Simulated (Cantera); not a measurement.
Input (Python, Cantera) and output of one run.

```python
import numpy as np
import cantera as ct

gas_names = """
    N NO NO2 NO3 N2 N2O O O2 O3 Si SiN SiO SiO2 Si2 Si2N Si3
""".split()
cond_names = """
    Si(cr) Si(L) SiO2(Lqz) SiO2(hqz) SiO2(L) Si2N2O(s) Si3N4(a)
""".split()


# ... load() reads the species with a 1 bar reference pressure and builds the phases ...
atoms = {
    'Si3N4': {'Si': 3, 'N': 4},
    'O2': {'O': 2},
    'N2': {'N': 2},
}
top_T = {'Si2N2O(s)': 2100, 'Si3N4(a)': 2400}  # K; cautious upper limits of use, not melting points


# ... equilibrate(T, P, feed) seeds the gas with the atoms and calls Mixture.equilibrate('TP', solver="vcs", rtol=1e-11, max_steps=5000) ...
results = []
feed = {'Si3N4': 1, 'O2': 0.0023, 'N2': 7}  # mol
P = 0.37  # Pa
for T in [1223, 1323, 1423, 1523, 1623, 1723, 1823, 1923, 2023, 2123]:
    mix = equilibrate(T, P, feed)
    results.append((T, P, feed, dict(zip(mix.species_names, mix.species_moles))))
    x = sorted(zip(gas.X, gas.species_names), reverse=True)
    print(f"T = {T:g} K  P = {P:g} Pa  gas = {mix.phase_moles(0):.4g} mol")
    print("   x: " + "  ".join(f"{s} {v:.3e}" for v, s in x if v > 1e-06))
    print("   condensed (mol): " + ("  ".join(f"{mix.phase(i).name} {mix.phase_moles(i):.4g}"
          for i in range(1, mix.n_phases) if mix.phase_moles(i) > 1e-12) or "none"))
```

Output:

```
T = 1223 K  P = 0.37 Pa  gas = 7.002 mol
   x: N2 1.000e+00  SiO 1.452e-05
   condensed (mol): Si2N2O(s) 0.004498  Si3N4(a) 0.997
T = 1323 K  P = 0.37 Pa  gas = 7.008 mol
   x: N2 9.993e-01  SiO 6.564e-04  Si 9.366e-06
   condensed (mol): Si3N4(a) 0.9984
T = 1423 K  P = 0.37 Pa  gas = 9.008 mol
   x: N2 9.991e-01  SiO 5.106e-04  Si 4.128e-04  Si2N 1.963e-06  SiN 1.441e-06
   condensed (mol): Si(cr) 2.992
T = 1523 K  P = 0.37 Pa  gas = 9.049 mol
   x: N2 9.946e-01  Si 4.872e-03  SiO 5.083e-04  Si2N 1.683e-05  SiN 1.090e-05  Si2 7.323e-06  Si3 1.390e-06
   condensed (mol): Si(cr) 2.951
T = 1623 K  P = 0.37 Pa  gas = 9.404 mol
   x: N2 9.569e-01  Si 4.228e-02  SiO 4.891e-04  Si2 1.214e-04  Si2N 1.081e-04  SiN 6.296e-05  Si3 2.763e-05
   condensed (mol): Si(cr) 2.592
T = 1723 K  P = 0.37 Pa  gas = 11.97 mol
   x: N2 7.514e-01  Si 2.463e-01  Si2 1.081e-03  SiO 3.842e-04  Si2N 3.754e-04  Si3 2.490e-04  SiN 2.307e-04
   condensed (mol): none
T = 1823 K  P = 0.37 Pa  gas = 11.99 mol
   x: N2 7.503e-01  Si 2.487e-01  SiO 3.835e-04  Si2 3.351e-04  SiN 1.716e-04  Si2N 5.604e-05  Si3 1.640e-05
   condensed (mol): none
T = 1923 K  P = 0.37 Pa  gas = 12 mol
   x: N2 7.501e-01  Si 2.493e-01  SiO 3.834e-04  SiN 1.309e-04  Si2 1.158e-04  Si2N 1.006e-05  Si3 1.403e-06
   condensed (mol): none
T = 2023 K  P = 0.37 Pa  gas = 12 mol
   x: N2 7.500e-01  Si 2.494e-01  SiO 3.834e-04  SiN 1.025e-04  Si2 4.431e-05  Si2N 2.137e-06
   condensed (mol): none
T = 2123 K  P = 0.37 Pa  gas = 12 mol
   x: N2 7.500e-01  Si 2.495e-01  SiO 3.834e-04  SiN 8.209e-05  Si2 1.855e-05  N 2.164e-06
   condensed (mol): none
```

These are equilibrium values from Cantera (NASA tables, ideal gas, pure condensed phases), not measurements of a reactor. Mutual solubility and eutectic melting of coexisting phases are not modelled. The tables' values for SiN are old estimates; treat these amounts as uncertain.
